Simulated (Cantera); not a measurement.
# Si + HBr (silicon etching in halogen gases)

Feed: 1 mol Si, a varied amount of HBr, equilibrated at 725 K and 4.88 Torr.

These are equilibrium values from Cantera (NASA tables, ideal gas, pure condensed phases), not measurements of a reactor. Candidate condensed phases: Br2, Si; 19 gas species. The tables' values for SiBr3 are old estimates; treat these amounts as uncertain. Kinetics and transport are ignored.

```tsv
n(HBr) (mol)	x HBr	x H2	x SiBr4	x SiHBr3	x SiH2Br2	x SiBr3	x SiBr2	n Si(s)
3.2	0.00454	0.661	0.327	0.00786	8.80e-5	2.99e-5	1.25e-5	0.198
5.3	0.302	0.465	0.232	5.91e-5	6.98e-9	2.68e-7	1.41e-9	0
7.5	0.538	0.308	0.154	1.45e-5	6.37e-10	8.09e-8	1.95e-10	0
9.7	0.655	0.230	0.115	6.66e-6	1.80e-10	4.29e-8	7.33e-11	0
12	0.727	0.182	0.0909	3.76e-6	7.21e-11	2.72e-8	3.72e-11	0
14	0.769	0.154	0.0769	2.54e-6	3.91e-11	2.00e-8	2.38e-11	0
16	0.800	0.133	0.0667	1.84e-6	2.35e-11	1.55e-8	1.65e-11	0
18	0.824	0.118	0.0588	1.39e-6	1.52e-11	1.25e-8	1.22e-11	0
20	0.842	0.105	0.0526	1.09e-6	1.04e-11	1.03e-8	9.31e-12	0
23	0.864	0.0909	0.0455	7.91e-7	6.39e-12	8.10e-9	6.60e-12	0
25	0.875	0.0833	0.0417	6.56e-7	4.80e-12	7.02e-9	5.40e-12	0
```
x: gas mole fraction; n: condensed amount in mol.

At 3.2 mol HBr the condensed part is Si(s). From 5.3 mol HBr to 25 mol HBr nothing is condensed. The main Si-bearing gas is SiBr4 throughout.
